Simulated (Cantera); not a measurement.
A perfectly stirred reactor is fed with H₂ : O₂ = 0.017 : 1 (molar parts), equivalence ratio 0.0085, at 21.8 Torr; it is held at 1425 K, and followed from long to short residence time.

Cantera simulation using GRI-Mech 3.0 (53 species, 325 reactions); the numbers are that mechanism's predictions, not measurements. Radical loss at walls, strong at low pressure, is not modelled.

What does this change do: 0.082 parts H2O added?


```csv
quantity,before,after
x(H₂) at τ = 0.480 s,4.10e-5,6.85e-5
x(O₂) at τ = 0.480 s,0.980,0.907
x(H₂O) at τ = 0.480 s,0.0162,0.0898
x(HO₂) at τ = 0.480 s,5.85e-7,8.61e-7
x(O) at τ = 0.480 s,0.00291,0.00106
x(H₂) at τ = 11.0 ms,0.000348,0.000560
x(O₂) at τ = 11.0 ms,0.970,0.901
x(H₂O) at τ = 11.0 ms,0.0149,0.0875
x(HO₂) at τ = 11.0 ms,1.33e-6,2.98e-6
x(O) at τ = 11.0 ms,0.0117,0.00692
```

What does this change do: pressure from 21.8 Torr to 10.00 Torr?


```
quantity                 before     after
---------------------  --------  --------
x(H₂) at τ = 0.480 s    4.10e-5   7.14e-5
x(O₂) at τ = 0.480 s      0.980     0.976
x(H₂O) at τ = 0.480 s    0.0162    0.0158
x(HO₂) at τ = 0.480 s   5.85e-7   4.24e-7
x(O) at τ = 0.480 s     0.00291   0.00647
x(H₂) at τ = 11.0 ms   0.000348  0.000597
x(O₂) at τ = 11.0 ms      0.970     0.969
x(H₂O) at τ = 11.0 ms    0.0149    0.0144
x(HO₂) at τ = 11.0 ms   1.33e-6   6.79e-7
x(O) at τ = 11.0 ms      0.0117    0.0129
```
